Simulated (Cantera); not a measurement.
An adiabatic, constant-volume homogeneous reactor starts with C3H8 : O2 : N2 = 1 : 3.57 : 13.4 (molar parts), equivalence ratio 1.4, at 1625 K and 14.0 bar. Integrator tolerance rtol = 1e-08.

Model: GRI-Mech 3.0 (53 species, 325 reactions), integrated in Cantera. GRI-Mech 3.0 was tuned for natural gas; its chemistry of propane as a main component is partial and can be far from experiment. The pressure lies above the range GRI-Mech 3.0 was tuned for (to about 10 atm). Above 3000 K some thermodynamic fits are extrapolated.

Task: What does this change do: C3H8 1 to 0.51 parts?

Result: 
| quantity | before | after |
|---|---|---|
| time of steepest temperature rise | 4.79 µs | 4.83 µs |
| temperature at 0.900 s | 3271 K | 3034 K |
| equilibrium temperature | 3271 K | 3034 K |
| x(C3H8) at 0.900 s | <1e-12 (gas-phase equilibrium <1e-12) | <1e-12 (gas-phase equilibrium <1e-12) |
| x(O2) at 0.900 s | 0.00266 (gas-phase equilibrium 0.00266) | 0.0497 (gas-phase equilibrium 0.0497) |
| x(C2H4) at 0.900 s | <1e-12 (gas-phase equilibrium <1e-12) | <1e-12 (gas-phase equilibrium <1e-12) |
| x(NO2) at 0.900 s | 2.05e-6 (gas-phase equilibrium 2.05e-6) | 3.33e-5 (gas-phase equilibrium 3.33e-5) |
| x(H2) at 0.900 s | 0.0464 (gas-phase equilibrium 0.0464) | 0.00420 (gas-phase equilibrium 0.00420) |
| x(NO) at 0.900 s | 0.00656 (gas-phase equilibrium 0.00656) | 0.0232 (gas-phase equilibrium 0.0232) |

Task: What does this change do: initial temperature 1625 to 1550 K?

Result: 
```tsv
quantity	before	after
time of steepest temperature rise	4.79 µs	9.20 µs
temperature at 0.900 s	3271 K	3238 K
equilibrium temperature	3271 K	3238 K
x(C3H8) at 0.900 s	<1e-12 (gas-phase equilibrium <1e-12)	<1e-12 (gas-phase equilibrium <1e-12)
x(O2) at 0.900 s	0.00266 (gas-phase equilibrium 0.00266)	0.00228 (gas-phase equilibrium 0.00228)
x(C2H4) at 0.900 s	<1e-12 (gas-phase equilibrium <1e-12)	<1e-12 (gas-phase equilibrium <1e-12)
x(NO2) at 0.900 s	2.05e-6 (gas-phase equilibrium 2.05e-6)	1.76e-6 (gas-phase equilibrium 1.76e-6)
x(H2) at 0.900 s	0.0464 (gas-phase equilibrium 0.0464)	0.0458 (gas-phase equilibrium 0.0458)
x(NO) at 0.900 s	0.00656 (gas-phase equilibrium 0.00656)	0.00588 (gas-phase equilibrium 0.00588)
```

Task: What does this change do: pressure from 14.0 bar to 10.0 bar?

Result: 
| quantity | before | after |
|---|---|---|
| time of steepest temperature rise | 4.79 µs | 5.95 µs |
| temperature at 0.900 s | 3271 K | 3241 K |
| equilibrium temperature | 3271 K | 3241 K |
| x(C3H8) at 0.900 s | <1e-12 (gas-phase equilibrium <1e-12) | <1e-12 (gas-phase equilibrium <1e-12) |
| x(O2) at 0.900 s | 0.00266 (gas-phase equilibrium 0.00266) | 0.00301 (gas-phase equilibrium 0.00301) |
| x(C2H4) at 0.900 s | <1e-12 (gas-phase equilibrium <1e-12) | <1e-12 (gas-phase equilibrium <1e-12) |
| x(NO2) at 0.900 s | 2.05e-6 (gas-phase equilibrium 2.05e-6) | 1.93e-6 (gas-phase equilibrium 1.93e-6) |
| x(H2) at 0.900 s | 0.0464 (gas-phase equilibrium 0.0464) | 0.0469 (gas-phase equilibrium 0.0469) |
| x(NO) at 0.900 s | 0.00656 (gas-phase equilibrium 0.00656) | 0.00676 (gas-phase equilibrium 0.00676) |
